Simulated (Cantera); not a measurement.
A freely propagating, adiabatic, planar premixed flame of H₂ : O₂ : N₂ = 1 : 0.549 : 1.43 (molar parts), unburnt at 500 K and 0.460 bar; mixture-averaged transport, grid criteria slope 0.08 and curve 0.16, no radiation.

Model: the H2/O2 subset of GRI-Mech 3.0, which has no nitrogen chemistry, integrated in Cantera. Burning velocities carry a grid error of a few per cent, more on coarse grids.

How do the results move with these cheaper or finer settings: unity-Lewis-number transport; multicomponent transport; multicomponent+Soret transport; grid criteria slope 0.5, curve 1; grid criteria slope 0.25, curve 0.5; grid criteria slope 0.03, curve 0.06?


```tsv
setting	laminar burning velocity	thermal thickness	peak x(O)	peak x(HO₂)	grid points
as above	643 cm/s	1.07 mm	0.0211	0.000258	136
unity-Lewis-number transport	431 cm/s	0.793 mm	0.0217	0.000203	126
multicomponent transport	630 cm/s	1.06 mm	0.0210	0.000258	136
multicomponent+Soret transport	597 cm/s	1.04 mm	0.0208	0.000258	136
grid criteria slope 0.5, curve 1	747 cm/s	1.30 mm	0.0221	0.000233	50
grid criteria slope 0.25, curve 0.5	689 cm/s	1.17 mm	0.0217	0.000246	65
grid criteria slope 0.03, curve 0.06	634 cm/s	1.04 mm	0.0211	0.000261	296
```
Unity Lewis numbers drop preferential diffusion, which matters most where H2 and H carry the flame; Soret adds thermal diffusion.
